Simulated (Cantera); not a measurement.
Input: 1 mol MgCl2, 2 mol H2O, 2.1 mol N2, held at 975 °C and 100 Torr.

Method: chemical equilibrium by Gibbs-energy minimisation in Cantera with the NASA 1993 tables (ideal gas, pure condensed phases). Candidate condensed phases: H2O, Mg, MgCl2, MgO, Mg(OH)2, NH4Cl; 38 gas species. Rates play no part.

Base state: N2 0.412, HCl 0.391, H2O 0.197, MgCl2 0.000450, Cl 6.53e-5, H2 4.31e-5 (mole fractions); condensed: MgO(s).

Task: What changes in the equilibrium state with this change: temperature from 975 °C to 1725 °C?

Result: 
```csv
species,before,after
N2,0.412,0.409
HCl,0.391,0.307
H2O,0.197,0.228
MgCl2,0.000450,0.0354
Cl,6.53e-5,0.0115
H,8.42e-9,0.000383
O,<1e-9,4.22e-5
MgCl,<1e-9,2.25e-5
O2,1.73e-7,0.000546
OH,3.92e-7,0.00114
"MgO(s), mol",0.998,0.818
```
